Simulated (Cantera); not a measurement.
Cantera run:

```python
import numpy as np
import cantera as ct

gas_names = """
    B BH BH2 BH3 BN BO BO2 B2 B2O B2O2 B2O3 B3O3H3 H HBO HBO2 HNO HNO2 HNO3 HO2 H2 H2O H2O2 H3B3O6 N NH
    NH2 NH3 NH2OH NO NO2 NO3 N2 N2H2 N2H4 N2O O OH O2 O3
""".split()
cond_names = """
    B(b) B(L) BN(s) B2O3(L) B3O3H3(cr) H2O(s) H2O(L)
""".split()


# ... load() reads the species with a 1 bar reference pressure and builds the phases ...
atoms = {
    'borazine': {'B': 3, 'N': 3, 'H': 6},
    'H2': {'H': 2},
    'O2': {'O': 2},
}
top_T = {'BN(s)': 3200}  # K; cautious upper limits of use, not melting points


# ... equilibrate(T, P, feed) seeds the gas with the atoms and calls Mixture.equilibrate('TP', solver="vcs", rtol=1e-11, max_steps=5000) ...
results = []
P = 40000  # Pa
for T in [1200, 1225, 1250, 1275, 1300, 1325, 1350, 1375, 1400, 1425, 1450, 1475, 1500, 1525]:
    for m in [18, 28, 39, 49, 59, 70, 80, 90]:
        feed = {'borazine': 1, 'H2': m, 'O2': 0.088}  # mol
        mix = equilibrate(T, P, feed)
        results.append((T, P, feed, dict(zip(mix.species_names, mix.species_moles))))

for T, P, feed, n in results:
    print(f"{T:7g} {feed['H2']:10.4g}  " + (" + ".join(c for c in cond_names if n.get(c, 0) > 1e-12) or "gas only"))
```

Output:

```
   1200         18  BN(s) + B2O3(L)
   1200         28  BN(s) + B2O3(L)
   1200         39  BN(s) + B2O3(L)
   1200         49  BN(s) + B2O3(L)
   1200         59  BN(s) + B2O3(L)
   1200         70  BN(s) + B2O3(L)
   1200         80  BN(s) + B2O3(L)
   1200         90  BN(s) + B2O3(L)
   1225         18  BN(s) + B2O3(L)
   1225         28  BN(s) + B2O3(L)
   1225         39  BN(s) + B2O3(L)
   1225         49  BN(s) + B2O3(L)
   1225         59  BN(s) + B2O3(L)
   1225         70  BN(s) + B2O3(L)
   1225         80  BN(s) + B2O3(L)
   1225         90  BN(s) + B2O3(L)
   1250         18  BN(s) + B2O3(L)
   1250         28  BN(s) + B2O3(L)
   1250         39  BN(s) + B2O3(L)
   1250         49  BN(s) + B2O3(L)
   1250         59  BN(s) + B2O3(L)
   1250         70  BN(s) + B2O3(L)
   1250         80  BN(s) + B2O3(L)
   1250         90  BN(s) + B2O3(L)
   1275         18  BN(s) + B2O3(L)
   1275         28  BN(s) + B2O3(L)
   1275         39  BN(s) + B2O3(L)
   1275         49  BN(s) + B2O3(L)
   1275         59  BN(s) + B2O3(L)
   1275         70  BN(s) + B2O3(L)
   1275         80  BN(s) + B2O3(L)
   1275         90  BN(s) + B2O3(L)
   1300         18  BN(s) + B2O3(L)
   1300         28  BN(s) + B2O3(L)
   1300         39  BN(s) + B2O3(L)
   1300         49  BN(s) + B2O3(L)
   1300         59  BN(s) + B2O3(L)
   1300         70  BN(s) + B2O3(L)
   1300         80  BN(s) + B2O3(L)
   1300         90  BN(s) + B2O3(L)
   1325         18  BN(s) + B2O3(L)
   1325         28  BN(s) + B2O3(L)
   1325         39  BN(s) + B2O3(L)
   1325         49  BN(s) + B2O3(L)
   1325         59  BN(s) + B2O3(L)
   1325         70  BN(s) + B2O3(L)
   1325         80  BN(s) + B2O3(L)
   1325         90  BN(s) + B2O3(L)
   1350         18  BN(s) + B2O3(L)
   1350         28  BN(s) + B2O3(L)
   1350         39  BN(s) + B2O3(L)
   1350         49  BN(s) + B2O3(L)
   1350         59  BN(s) + B2O3(L)
   1350         70  BN(s) + B2O3(L)
   1350         80  BN(s) + B2O3(L)
   1350         90  BN(s) + B2O3(L)
   1375         18  BN(s) + B2O3(L)
   1375         28  BN(s) + B2O3(L)
   1375         39  BN(s) + B2O3(L)
   1375         49  BN(s) + B2O3(L)
   1375         59  BN(s) + B2O3(L)
   1375         70  BN(s) + B2O3(L)
   1375         80  BN(s) + B2O3(L)
   1375         90  BN(s) + B2O3(L)
   1400         18  BN(s) + B2O3(L)
   1400         28  BN(s) + B2O3(L)
   1400         39  BN(s) + B2O3(L)
   1400         49  BN(s) + B2O3(L)
   1400         59  BN(s) + B2O3(L)
   1400         70  BN(s) + B2O3(L)
   1400         80  BN(s) + B2O3(L)
   1400         90  BN(s) + B2O3(L)
   1425         18  BN(s) + B2O3(L)
   1425         28  BN(s) + B2O3(L)
   1425         39  BN(s) + B2O3(L)
   1425         49  BN(s) + B2O3(L)
   1425         59  BN(s) + B2O3(L)
   1425         70  BN(s) + B2O3(L)
   1425         80  BN(s) + B2O3(L)
   1425         90  BN(s) + B2O3(L)
   1450         18  BN(s) + B2O3(L)
   1450         28  BN(s) + B2O3(L)
   1450         39  BN(s) + B2O3(L)
   1450         49  BN(s) + B2O3(L)
   1450         59  BN(s) + B2O3(L)
   1450         70  BN(s) + B2O3(L)
   1450         80  BN(s) + B2O3(L)
   1450         90  BN(s)
   1475         18  BN(s) + B2O3(L)
   1475         28  BN(s) + B2O3(L)
   1475         39  BN(s) + B2O3(L)
   1475         49  BN(s) + B2O3(L)
   1475         59  BN(s) + B2O3(L)
   1475         70  BN(s)
   1475         80  BN(s)
   1475         90  BN(s)
   1500         18  BN(s) + B2O3(L)
   1500         28  BN(s) + B2O3(L)
   1500         39  BN(s) + B2O3(L)
   1500         49  BN(s)
   1500         59  BN(s)
   1500         70  BN(s)
   1500         80  BN(s)
   1500         90  BN(s)
   1525         18  BN(s) + B2O3(L)
   1525         28  BN(s) + B2O3(L)
   1525         39  BN(s)
   1525         49  BN(s)
   1525         59  BN(s)
   1525         70  BN(s)
   1525         80  BN(s)
   1525         90  BN(s)
```

Cantera equilibrium calculation (NASA polynomials, part measured and part estimated; ideal gas, pure solids and liquids). The feed counts by its element totals alone. Mutual solubility and eutectic melting of coexisting phases are not modelled.
